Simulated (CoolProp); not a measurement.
Saturated liquid density (kg/m³) of nitrous oxide: the reference equation beside estimates from Tc = 36.4 °C, pc = 72.45 bar, ω = 0.161. Rackett uses Z = 0.29056 − 0.08775 ω.

Model: reference Helmholtz-energy equation of state, Lemmon 2006, in CoolProp. It is a short technical equation, of lower accuracy than the large ones.

| T (°C) | reference | Rackett | van der Waals | Redlich-Kwong |
|---|---|---|---|---|
| -57.25 | 1134 | 1118 | 708.7 | 1028 |
| -54.15 | 1124 | 1108 | 702.5 | 1017 |
| -50.95 | 1113 | 1098 | 696.0 | 1005 |
| -47.85 | 1102 | 1088 | 689.5 | 993.8 |
| -44.65 | 1091 | 1077 | 682.7 | 981.7 |
| -41.55 | 1080 | 1067 | 676.0 | 969.6 |
| -38.35 | 1069 | 1056 | 668.9 | 956.9 |
| -35.25 | 1057 | 1045 | 661.8 | 944.2 |
| -32.05 | 1046 | 1034 | 654.4 | 930.8 |

Absolute difference from the reference over all 9 rows, mean and median: Rackett 1.3 and 1.3 %, van der Waals 37.4 and 37.4 %, Redlich-Kwong 10.1 and 10.0 %.
